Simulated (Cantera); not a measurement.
Charge: 1 mol AlCl3, 10 mol N2, 67 mol NH3, held at 71.0 mbar.

Method: chemical equilibrium by Gibbs-energy minimisation in Cantera with the NASA 1993 tables (ideal gas, pure condensed phases). Candidate condensed phases: Al, AlCl3, AlN, NH4Cl; 20 gas species. Rates play no part.

Task: What share of the Al ends up in condensed phases as a function of T (°C), at 500, 700, 900, 1100, 1300, 1500, 1700, 1900?

Result: 
```csv
T (°C),Al condensed (%),as
500,97.5,AlN(s)
700,96.3,AlN(s)
900,95.1,AlN(s)
1100,93.4,AlN(s)
1300,71.3,AlN(s)
1500,0.0,-
1700,0.0,-
1900,0.0,-
```
